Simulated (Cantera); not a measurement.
Feed: 1 mol SiH₂Cl₂, 0.48 mol C₂H₂, 69 mol H₂, at 20000 Pa.

Equilibrium computed with Cantera from the NASA thermochemical tables; the gas is ideal and each condensed phase is pure. Candidate condensed phases: C, C₆H₆, C₇H₈, C₈H₁₈, Si, SiC; 109 gas species. Gases not in the tables: Si₂H₆ and higher silanes. Kinetics and transport are ignored.

Q: Which condensed phases are stable at each of these points (T (K)): 1325, 1425, 1525, 1625, 1725, 1825, 1925, 2025, 2125, 2225, 2325, 2425, 2525?

A: 
| T (K) | condensed phases | Si condensed (%) |
|---|---|---|
| 1325 | SiC(s) | 95.9 |
| 1425 | SiC(s) | 95.9 |
| 1525 | SiC(s) | 95.9 |
| 1625 | SiC(s) | 95.9 |
| 1725 | SiC(s) | 95.9 |
| 1825 | SiC(s) | 95.9 |
| 1925 | SiC(s) | 95.7 |
| 2025 | SiC(s) | 95.3 |
| 2125 | SiC(s) | 93.7 |
| 2225 | SiC(s) | 89.1 |
| 2325 | SiC(s) | 77.0 |
| 2425 | SiC(s) | 47.2 |
| 2525 | gas only | 0.0 |

From 1325 K to 2425 K the condensed part is SiC(s). At 2525 K nothing is condensed.
